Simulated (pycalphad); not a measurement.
Source of the numbers: pycalphad with the COST 507 light-alloy database (1999); pressure 1 atm. The database dates from 1999; later assessments differ in places, in temperatures and in the compounds included. Amounts are mole fractions of atoms.

Task: Give the equilibrium state of Al-8.28Mg-1.04Si (at.%) at 500 K.

Result: 
```
T = 500.00 K, P = 101325 Pa, N = 1 mol of atoms
G = -16892 J/mol, H = 4829 J/mol, S = 43.44 J/(mol K)  (SER reference)
chemical potentials (J/mol): Al -15754, Mg -24074, Si -58936
phase             fraction      x(Al)      x(Mg)      x(Si)
FCC_A1              0.9194     0.9534     0.0466   1.33e-09
ALMG_BETA           0.0494     0.6114     0.3886       none
MG2SI               0.0312       none     0.6667     0.3333
```

Task: Give the equilibrium state of Al-8.28Mg-1.04Si (at.%) at 650 K.

Result: 
```
T = 650.00 K, P = 101325 Pa, N = 1 mol of atoms
G = -24023 J/mol, H = 9201 J/mol, S = 51.11 J/(mol K)  (SER reference)
chemical potentials (J/mol): Al -22693, Mg -34540, Si -56242
phase             fraction      x(Al)      x(Mg)      x(Si)
FCC_A1              0.9688     0.9360     0.0640   1.15e-06
MG2SI               0.0312       none     0.6667     0.3333
```

Database names, with the compositions (at.%) that they take in these runs: MG2SI: Mg 67 Si 33; ALMG_BETA: Al 61 Mg 39. FCC_A1 is fcc. An entry "none" or "no" means that the model of the phase leaves that element out.
